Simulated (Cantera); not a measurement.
## Premixed flame

A freely propagating, adiabatic, planar premixed flame of 11.9 % CH4, 18.3 % O2, 68.6 % N2, 1.19 % H2, unburnt at 673 K and 770000 Pa; mixture-averaged transport, grid criteria slope 0.08 and curve 0.16, no radiation.

Detailed kinetics in Cantera: GRI-Mech 3.0 (53 species, 325 reactions). Burning velocities carry a grid error of a few per cent, more on coarse grids.

```json
[
 {"z (mm)": "-0.287", "T (K)": "674", "u (m/s)": "0.545", "x CH4": "0.118", "x O2": "0.182", "x HCN": "<1e-8", "x CO": "2.39e-5", "x CH2O": "8.03e-7", "x H2": "0.0145"},
 {"z (mm)": "-0.191", "T (K)": "682", "u (m/s)": "0.554", "x CH4": "0.117", "x O2": "0.181", "x HCN": "2.96e-8", "x CO": "0.000197", "x CH2O": "8.46e-6", "x H2": "0.0180"},
 {"z (mm)": "-0.143", "T (K)": "708", "u (m/s)": "0.577", "x CH4": "0.115", "x O2": "0.179", "x HCN": "1.62e-7", "x CO": "0.000862", "x CH2O": "4.56e-5", "x H2": "0.0218"},
 {"z (mm)": "-0.0955", "T (K)": "831", "u (m/s)": "0.684", "x CH4": "0.105", "x O2": "0.168", "x HCN": "1.19e-6", "x CO": "0.00473", "x CH2O": "0.000316", "x H2": "0.0282"},
 {"z (mm)": "-0.0478", "T (K)": "1291", "u (m/s)": "1.08", "x CH4": "0.0694", "x O2": "0.122", "x HCN": "7.77e-6", "x CO": "0.0237", "x CH2O": "0.00140", "x H2": "0.0373"},
 {"z (mm)": "-0.0239", "T (K)": "1683", "u (m/s)": "1.43", "x CH4": "0.0381", "x O2": "0.0769", "x HCN": "1.66e-5", "x CO": "0.0437", "x CH2O": "0.00124", "x H2": "0.0422"},
 {"z (mm)": "0", "T (K)": "2035", "u (m/s)": "1.74", "x CH4": "0.0115", "x O2": "0.0320", "x HCN": "3.21e-5", "x CO": "0.0632", "x CH2O": "0.000444", "x H2": "0.0452"},
 {"z (mm)": "0.0239", "T (K)": "2206", "u (m/s)": "1.89", "x CH4": "0.00227", "x O2": "0.00935", "x HCN": "4.87e-5", "x CO": "0.0700", "x CH2O": "0.000127", "x H2": "0.0457"},
 {"z (mm)": "0.0478", "T (K)": "2261", "u (m/s)": "1.93", "x CH4": "0.000524", "x O2": "0.00258", "x HCN": "5.02e-5", "x CO": "0.0695", "x CH2O": "3.53e-5", "x H2": "0.0464"},
 {"z (mm)": "0.0955", "T (K)": "2289", "u (m/s)": "1.95", "x CH4": "6.11e-5", "x O2": "0.000292", "x HCN": "3.60e-5", "x CO": "0.0674", "x CH2O": "3.80e-6", "x H2": "0.0477"},
 {"z (mm)": "0.191", "T (K)": "2302", "u (m/s)": "1.96", "x CH4": "4.50e-6", "x O2": "4.41e-5", "x HCN": "1.80e-5", "x CO": "0.0664", "x CH2O": "2.12e-7", "x H2": "0.0486"},
 {"z (mm)": "0.382", "T (K)": "2310", "u (m/s)": "1.97", "x CH4": "2.68e-7", "x O2": "1.86e-5", "x HCN": "6.86e-6", "x CO": "0.0664", "x CH2O": "1.82e-8", "x H2": "0.0488"},
 {"z (mm)": "0.764", "T (K)": "2314", "u (m/s)": "1.97", "x CH4": "1.15e-8", "x O2": "1.13e-5", "x HCN": "1.89e-6", "x CO": "0.0665", "x CH2O": "1.03e-8", "x H2": "0.0489"}
]
```
x: mole fraction of selected species; z is measured from the peak of heat release.

```json
{
 "laminar_burning_velocity": "54.3 cm/s",
 "thermal_thickness": "0.0955 mm",
 "peak x(HCN)": "5.13e-5",
 "peak x(CO)": "0.0702",
 "peak x(CH2O)": "0.00149",
 "grid_points": "133"
}
```
